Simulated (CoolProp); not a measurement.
A closed Brayton cycle with carbon dioxide: compressor inlet 325.15 K and 8.4 MPa, high pressure 22.5 MPa, turbine inlet 625 K, compressor efficiency 0.8, turbine efficiency 0.93, recuperator effectiveness 0.95 (on enthalpy, no pinch check). Each further row changes one setting.

The numbers come from the reference Helmholtz-energy equation of state, Span 1996 in CoolProp.

| case | thermal efficiency (%) | net work (kJ/kg) | compressor to turbine work | compressor exit (K) | turbine exit (K) |
|---|---|---|---|---|---|
| as stated | 23.7 | 42.0 | 0.56 | 408.5 | 521.0 |
| turbine inlet 575 K | 19.2 | 31.6 | 0.63 | 408.5 | 475.1 |
| compressor inlet 335.15 K | ___ | 35.1 | 0.63 | 425.3 | 521.0 |
| high pressure 19.1 MPa | 24.3 | 38.3 | 0.53 | 394.2 | ___ |
| recuperator effectiveness 0.5 | ___ | 42.0 | 0.56 | 408.5 | 521.0 |

Task: Complete the blanks.

Result: 
- compressor inlet 335.15 K, thermal efficiency (%): 21.0
- high pressure 19.1 MPa, turbine exit (K): 538.0
- recuperator effectiveness 0.5, thermal efficiency (%): 17.8
